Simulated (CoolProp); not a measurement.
R1234ze(E) along the isotherm 258.5 K: density (kg/m³) from the reference equation and from simpler models built on Tc = 382.5 K, pc = 3635 kPa, ω = 0.313; each cubic takes its own stable root.

The numbers come from the reference Helmholtz-energy equation of state, Thol 2016 in CoolProp.

| p (kPa) | phase | reference |
|---|---|---|
| 1150 | liquid | 1285 |
| 2310 | liquid | 1288 |
| 3460 | liquid | 1291 |
| 4620 | liquid | 1294 |
| 5770 | liquid | 1297 |
| 6920 | liquid | 1300 |
| 8080 | liquid | 1303 |
| 9230 | liquid | 1306 |
| 10400 | liquid | 1309 |
| 11500 | liquid | 1312 |
| 12700 | liquid | 1314 |
| 13800 | liquid | 1317 |
| 15000 | liquid | 1320 |

Question: How far does each simpler model (Redlich-Kwong, Soave-Redlich-Kwong, Peng-Robinson) lie from the reference over these 13 states: mean and median of the absolute difference, and the worst?

Answer: 
- Redlich-Kwong: mean 12.0 %, median 11.9 %, worst -13.5 % at 258.5 K and 1150 kPa
- Soave-Redlich-Kwong: mean 8.8 %, median 8.7 %, worst -9.5 % at 258.5 K and 1150 kPa
- Peng-Robinson: mean 2.8 %, median 2.8 %, worst +3.0 % at 258.5 K and 15000 kPa
